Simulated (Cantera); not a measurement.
A perfectly stirred reactor is fed with CH₄ : O₂ : N₂ = 1 : 3.12 : 11.8 (molar parts), at 5.00 bar; it is adiabatic with a 423 K inlet, and is followed from long to short residence time, starting on the burning branch (τ in s: 0.12, 0.056, 0.025, 0.011, 0.0052, 0.0023, 0.0011, 0.00048, 0.00022, 9.7e-05, 4.4e-05, 2e-05).

Cantera simulation using GRI-Mech 3.0 (53 species, 325 reactions); the numbers are that mechanism's predictions, not measurements.

Q: What does this change do: 1.4 parts H2 added?

A: 
```json
[
 {"quantity": "blow-out, bracketed by the residence times tried", "before": "burning at 0.220 ms, out at 97.0 µs", "after": "burning at 20.0 µs, the shortest tried"},
 {"quantity": "x(CH₄) at τ = 0.120 s", "before": "4.63e-6", "after": "5.87e-7"},
 {"quantity": "x(O₂) at τ = 0.120 s", "before": "0.0702", "after": "0.0242"},
 {"quantity": "x(C₂H₄) at τ = 0.120 s", "before": "8.25e-10", "after": "7.29e-12"},
 {"quantity": "x(C₂H₆) at τ = 0.120 s", "before": "1.39e-10", "after": "<1e-12"},
 {"quantity": "x(O) at τ = 0.120 s", "before": "2.81e-5", "after": "0.000232"},
 {"quantity": "x(CH₄) at τ = 1.10 ms", "before": "0.000135", "after": "3.37e-5"},
 {"quantity": "x(O₂) at τ = 1.10 ms", "before": "0.0715", "after": "0.0269"},
 {"quantity": "x(C₂H₄) at τ = 1.10 ms", "before": "1.92e-7", "after": "1.54e-8"},
 {"quantity": "x(C₂H₆) at τ = 1.10 ms", "before": "3.73e-8", "after": "6.54e-10"},
 {"quantity": "x(O) at τ = 1.10 ms", "before": "0.000292", "after": "0.000631"}
]
```
